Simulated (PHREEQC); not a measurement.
A column of 0.2 m (40 cells, dispersivity 0.016 m, 300 s a shift, diffusion coefficient 3e-10 m²/s) holds 0.2 eq of the database's cation exchanger X per kg of pore water, first in equilibrium with 0.56 mmol/kgw NH4Cl and 0.01 mmol/kgw HCl. It is flushed with 0.00058 mol/kgw CaCl2, 0.0026 mol/kgw NaCl, 0.098 mol/kgw KCl and 1e-05 mol/kgw HCl, at 15 °C. Values are for the last cell. No CO2 enters from the air. Precipitation was switched off in this run.

The numbers come from PHREEQC with the ion-association model, phreeqc.dat.

| pore volumes | K in solution (mol/kgw) | Na in solution (mol/kgw) | Ca in solution (mol/kgw) | NH4 in solution (mol/kgw) | Cl in solution (mol/kgw) | NH4X on the exchanger (mol/kgw) |
|---|---|---|---|---|---|---|
| 0 | 0 | 0 | 0 | 0.000560 | 0.000570 | 0.200 |
| 0.2375 | 0 | 0 | 0 | 0.000565 | 0.000575 | 0.200 |
| 0.6875 | 5.05e-14 | 1.94e-6 | 0 | 0.0223 | 0.0223 | 0.200 |
| 0.9125 | 8.89e-8 | 0.000166 | 0 | 0.0490 | 0.0492 | 0.200 |
| 1.363 | 0.000504 | 0.00135 | 1.45e-7 | 0.0838 | 0.0856 | 0.198 |
| 1.587 | 0.00252 | 0.00185 | 2.68e-6 | 0.0892 | 0.0936 | 0.192 |
| 2.038 | 0.0141 | 0.00241 | 4.35e-5 | ? | 0.0999 | 0.163 |
| 2.263 | 0.0232 | 0.00253 | 9.16e-5 | 0.0749 | 0.101 | 0.141 |
| 2.712 | 0.0438 | 0.00263 | ? | 0.0547 | 0.102 | 0.0971 |
| 2.938 | 0.0535 | 0.00264 | 0.000296 | 0.0449 | 0.102 | 0.0777 |
| 3.388 | 0.0696 | 0.00264 | 0.000414 | 0.0286 | 0.102 | 0.0475 |
| 3.612 | 0.0758 | 0.00263 | 0.000458 | 0.0224 | 0.102 | 0.0367 |
| 4.062 | 0.0847 | 0.00262 | 0.000518 | 0.0134 | 0.102 | 0.0215 |
| 4.287 | 0.0878 | 0.00262 | 0.000537 | 0.0103 | 0.102 | 0.0163 |
| 4.737 | ? | 0.00261 | 0.000561 | 0.00597 | 0.102 | 0.00939 |
| 4.963 | 0.0935 | 0.00261 | ? | 0.00453 | 0.102 | 0.00711 |
| 5.412 | 0.0954 | 0.00260 | 0.000576 | 0.00260 | 0.102 | 0.00406 |
| 5.638 | 0.0960 | 0.00260 | 0.000578 | 0.00196 | 0.102 | 0.00306 |
| 6.088 | 0.0969 | 0.00260 | 0.000580 | 0.00112 | 0.102 | ? |
| 6.312 | 0.0972 | 0.00260 | 0.000580 | 0.000845 | 0.102 | 0.00131 |
| 6.763 | 0.0975 | 0.00260 | 0.000581 | 0.000480 | 0.102 | 0.000746 |
| 6.987 | 0.0976 | 0.00260 | 0.000581 | 0.000362 | 0.102 | 0.000562 |

### Question
Fill in the missing entries.

### Answer

- 2.038, NH4 in solution (mol/kgw): 0.0832
- 2.712, Ca in solution (mol/kgw): 0.000225
- 4.737, K in solution (mol/kgw): 0.0921
- 4.963, Ca in solution (mol/kgw): 0.000567
- 6.088, NH4X on the exchanger (mol/kgw): 0.00174

Complexes and solids missing from the database can't appear.
